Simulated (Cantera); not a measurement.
A perfectly stirred reactor is fed with CH4 : H2O = 1 : 0.6 (molar parts), at 0.190 bar; it is held at 2200 K, and followed from long to short residence time.

Detailed kinetics in Cantera: GRI-Mech 3.0 (53 species, 325 reactions). GRI-Mech 3.0 stops at C3 and has no aromatics, soot or wall deposition, so with more carbon than oxygen in the feed, carbon stays in small species such as C2H2 where larger ones or solid carbon would form.

One state of this run: x CH4 = 0.00672; x H2O = 0.0240; x H = 0.00879; x C2H4 = 5.82e-5; x H2 = 0.719; x O2 = 2.84e-9; x C2H = 3.06e-5. x: mole fraction; the columns are a selection and need not sum to one.

**Question.** Which value of τ (s) does it belong to?
A) 0.060
B) 0.62
C) 0.00058
D) 0.00018

**Answer.** A, 0.060
